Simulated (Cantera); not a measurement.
# Iron carbonyl, mercury and lead vapours: Pb + H₂

Charge: 1 mol Pb, 2.9 mol H₂, equilibrated at 1052 °C.

Cantera equilibrium calculation (NASA polynomials, part measured and part estimated; ideal gas, pure solids and liquids). Candidate condensed phases: Pb; 4 gas species. Kinetics and transport are ignored.

```tsv
P (Pa)	x H₂	x Pb	x H	x Pb₂	n Pb(l)
10	0.743	0.256	0.000141	2.14e-7	0
36	0.744	0.256	7.43e-5	7.72e-7	0
130	0.744	0.256	3.91e-5	2.79e-6	0
460	0.744	0.256	2.08e-5	9.86e-6	0
1700	0.788	0.212	1.11e-5	2.49e-5	0.219
6000	0.940	0.0601	6.47e-6	7.07e-6	0.815
22000	0.984	0.0164	3.46e-6	1.93e-6	0.952
77000	0.995	0.00468	1.86e-6	5.51e-7	0.986
280000	0.999	0.00129	9.77e-7	1.51e-7	0.996
1000000	1.000	0.000360	5.17e-7	4.24e-8	0.999
```
x: gas mole fraction; n: condensed amount in mol.

From 10.0 Pa to 460 Pa nothing is condensed. From 1700 Pa to 1000000 Pa the condensed part is Pb(l). The main Pb-bearing gas is Pb throughout.
